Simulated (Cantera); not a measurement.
## Premixed flame

A freely propagating, adiabatic, planar premixed flame of 4.77 % C3H8, 17.0 % O2, 78.2 % N2, equivalence ratio 1.4, unburnt at 675 K and 0.987 atm; mixture-averaged transport, grid criteria slope 0.08 and curve 0.16, no radiation.

Cantera simulation using GRI-Mech 3.0 (53 species, 325 reactions); the numbers are that mechanism's predictions, not measurements. GRI-Mech 3.0 was tuned for natural gas; its chemistry of propane as a main component is partial and can be far from experiment. Burning velocities carry a grid error of a few per cent, more on coarse grids.

```json
[
 {"z (mm)": "-1.03", "T (K)": "675", "u (m/s)": "1.13", "x C3H8": "0.0475", "x O2": "0.170", "x CH4": "3.96e-6", "x CO2": "7.31e-7", "x HCN": "<1e-8", "x C2H2": "3.00e-7"},
 {"z (mm)": "-0.686", "T (K)": "678", "u (m/s)": "1.14", "x C3H8": "0.0473", "x O2": "0.169", "x CH4": "3.01e-5", "x CO2": "8.56e-6", "x HCN": "1.37e-8", "x C2H2": "3.28e-6"},
 {"z (mm)": "-0.515", "T (K)": "691", "u (m/s)": "1.16", "x C3H8": "0.0470", "x O2": "0.166", "x CH4": "0.000127", "x CO2": "5.46e-5", "x HCN": "8.23e-8", "x C2H2": "1.95e-5"},
 {"z (mm)": "-0.343", "T (K)": "759", "u (m/s)": "1.29", "x C3H8": "0.0456", "x O2": "0.158", "x CH4": "0.000611", "x CO2": "0.000438", "x HCN": "6.13e-7", "x C2H2": "0.000143"},
 {"z (mm)": "-0.172", "T (K)": "1093", "u (m/s)": "1.93", "x C3H8": "0.0312", "x O2": "0.122", "x CH4": "0.00287", "x CO2": "0.00375", "x HCN": "4.74e-6", "x C2H2": "0.00112"},
 {"z (mm)": "-0.0858", "T (K)": "1431", "u (m/s)": "2.62", "x C3H8": "0.0101", "x O2": "0.0823", "x CH4": "0.00450", "x CO2": "0.00906", "x HCN": "1.11e-5", "x C2H2": "0.00271"},
 {"z (mm)": "0", "T (K)": "1755", "u (m/s)": "3.29", "x C3H8": "0.000325", "x O2": "0.0414", "x CH4": "0.00310", "x CO2": "0.0173", "x HCN": "2.25e-5", "x C2H2": "0.00444"},
 {"z (mm)": "0.0858", "T (K)": "1934", "u (m/s)": "3.65", "x C3H8": "6.13e-7", "x O2": "0.0170", "x CH4": "0.000851", "x CO2": "0.0260", "x HCN": "3.35e-5", "x C2H2": "0.00254"},
 {"z (mm)": "0.172", "T (K)": "2002", "u (m/s)": "3.77", "x C3H8": "<1e-8", "x O2": "0.00666", "x CH4": "0.000162", "x CO2": "0.0332", "x HCN": "3.40e-5", "x C2H2": "0.000750"},
 {"z (mm)": "0.343", "T (K)": "2035", "u (m/s)": "3.82", "x C3H8": "<1e-8", "x O2": "0.00145", "x CH4": "6.18e-6", "x CO2": "0.0418", "x HCN": "2.20e-5", "x C2H2": "4.94e-5"},
 {"z (mm)": "0.686", "T (K)": "2053", "u (m/s)": "3.84", "x C3H8": "<1e-8", "x O2": "0.000563", "x CH4": "4.32e-8", "x CO2": "0.0466", "x HCN": "7.93e-6", "x C2H2": "5.31e-7"},
 {"z (mm)": "1.37", "T (K)": "2072", "u (m/s)": "3.87", "x C3H8": "<1e-8", "x O2": "0.000375", "x CH4": "<1e-8", "x CO2": "0.0474", "x HCN": "1.60e-6", "x C2H2": "<1e-8"},
 {"z (mm)": "2.75", "T (K)": "2094", "u (m/s)": "3.91", "x C3H8": "<1e-8", "x O2": "0.000215", "x CH4": "<1e-8", "x CO2": "0.0473", "x HCN": "1.93e-7", "x C2H2": "<1e-8"}
]
```
x: mole fraction of selected species; z is measured from the peak of heat release.

```json
{
  "laminar_burning_velocity": "112 cm/s",
  "thermal_thickness": "0.343 mm",
  "peak x(CH4)": "0.00455",
  "peak x(HCN)": "3.50e-5",
  "peak x(C2H2)": "0.00444",
  "grid_points": "143"
}
```
